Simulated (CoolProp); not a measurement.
Vapour pressure (bar) of decamethyltetrasiloxane (MD2M): the reference equation beside estimates from Tc = 599.4 K, pc = 11.44 bar, ω = 0.635. Clausius-Clapeyron is anchored at 442.7 K with a constant enthalpy of vaporisation of 43.20 kJ/mol.

Computed with CoolProp (reference Helmholtz-energy equation of state, Thol 2017).

| T (K) | reference | Clausius-Clapeyron | van der Waals | Redlich-Kwong | Peng-Robinson |
|---|---|---|---|---|---|
| 401.5 | 0.1429 | 0.1589 | 1.825 | 0.6820 | 0.1495 |
| 409.8 | 0.1914 | 0.2066 | 2.031 | 0.8172 | 0.1985 |
| 418 | 0.2517 | 0.2649 | 2.250 | 0.9689 | 0.2591 |
| 426.3 | 0.3274 | 0.3374 | 2.486 | 1.142 | 0.3350 |
| 434.5 | 0.4191 | 0.4247 | 2.734 | 1.334 | 0.4268 |
| 442.7 | 0.5300 | 0.5300 | 2.998 | 1.548 | 0.5377 |
| 451 | 0.6647 | 0.6578 | 3.282 | 1.789 | 0.6724 |
| 459.2 | 0.8227 | 0.8080 | 3.579 | 2.051 | 0.8306 |
| 467.5 | 1.011 | 0.9878 | 3.896 | 2.342 | 1.019 |
| 475.7 | 1.228 | 1.196 | 4.226 | 2.657 | 1.238 |

Absolute difference from the reference over all 10 rows, mean and median: Clausius-Clapeyron 3.6 and 2.5 %, van der Waals 586.8 and 509.0 %, Redlich-Kwong 221.5 and 205.2 %, Peng-Robinson 2.1 and 1.6 %.
